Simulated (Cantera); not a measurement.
A Cantera script and what it prints.

```python
import numpy as np
import cantera as ct

gas_names = [...]  # 95 gases of nasa_gas.yaml made of C, F, H
cond_names = """
    C(gr) C6H6(L) C7H8(L) C8H18(L),n-octa
""".split()


# ... load() reads the species with a 1 bar reference pressure and builds the phases ...
atoms = {
    'CH2F2': {'C': 1, 'H': 2, 'F': 2},
    'F2': {'F': 2},
    'H2': {'H': 2},
}
top_T = {'C(gr)': 4500}  # K; cautious upper limits of use, not melting points


# ... equilibrate(T, P, feed) seeds the gas with the atoms and calls Mixture.equilibrate('TP', solver="vcs", rtol=1e-11, max_steps=5000) ...
results = []
feed = {'CH2F2': 1, 'F2': 0.35, 'H2': 1.1}  # mol
P = 10000  # Pa
for T in [1098, 1248, 1398, 1548, 1698, 1848, 1998, 2148, 2298, 2448, 2598]:
    mix = equilibrate(T, P, feed)
    results.append((T, P, feed, dict(zip(mix.species_names, mix.species_moles))))
    x = sorted(zip(gas.X, gas.species_names), reverse=True)
    print(f"T = {T:g} K  P = {P:g} Pa  gas = {mix.phase_moles(0):.4g} mol")
    print("   x: " + "  ".join(f"{s} {v:.3e}" for v, s in x if v > 0.0001))
    print("   condensed (mol): " + ("  ".join(f"{mix.phase(i).name} {mix.phase_moles(i):.4g}"
          for i in range(1, mix.n_phases) if mix.phase_moles(i) > 1e-12) or "none"))
```

Result:

```
T = 1098 K  P = 10000 Pa  gas = 3.449 mol
   x: HF 7.827e-01  H2 2.171e-01  CH4 1.722e-04
   condensed (mol): C(gr) 0.9994
T = 1248 K  P = 10000 Pa  gas = 3.45 mol
   x: HF 7.826e-01  H2 2.173e-01
   condensed (mol): C(gr) 0.9998
T = 1398 K  P = 10000 Pa  gas = 3.45 mol
   x: HF 7.826e-01  H2 2.173e-01
   condensed (mol): C(gr) 0.9999
T = 1548 K  P = 10000 Pa  gas = 3.45 mol
   x: HF 7.826e-01  H2 2.173e-01
   condensed (mol): C(gr) 0.9999
T = 1698 K  P = 10000 Pa  gas = 3.45 mol
   x: HF 7.825e-01  H2 2.172e-01  H 2.131e-04
   condensed (mol): C(gr) 0.9999
T = 1848 K  P = 10000 Pa  gas = 3.451 mol
   x: HF 7.823e-01  H2 2.169e-01  H 7.808e-04
   condensed (mol): C(gr) 0.9996
T = 1998 K  P = 10000 Pa  gas = 3.454 mol
   x: HF 7.817e-01  H2 2.158e-01  H 2.356e-03  C2H2,acetylene 1.636e-04
   condensed (mol): C(gr) 0.9989
T = 2148 K  P = 10000 Pa  gas = 3.461 mol
   x: HF 7.802e-01  H2 2.133e-01  H 6.087e-03  C2H2,acetylene 4.084e-04
   condensed (mol): C(gr) 0.9972
T = 2298 K  P = 10000 Pa  gas = 3.474 mol
   x: HF 7.771e-01  H2 2.081e-01  H 1.382e-02  C2H2,acetylene 8.904e-04
   condensed (mol): C(gr) 0.9938
T = 2448 K  P = 10000 Pa  gas = 3.499 mol
   x: HF 7.713e-01  H2 1.987e-01  H 2.806e-02  C2H2,acetylene 1.718e-03  F 1.983e-04
   condensed (mol): C(gr) 0.9877
T = 2598 K  P = 10000 Pa  gas = 3.543 mol
   x: HF 7.616e-01  H2 1.832e-01  H 5.154e-02  C2H2,acetylene 2.948e-03  F 5.722e-04
   condensed (mol): C(gr) 0.9779
```

Equilibrium computed with Cantera from the NASA thermochemical tables; the gas is ideal and each condensed phase is pure.
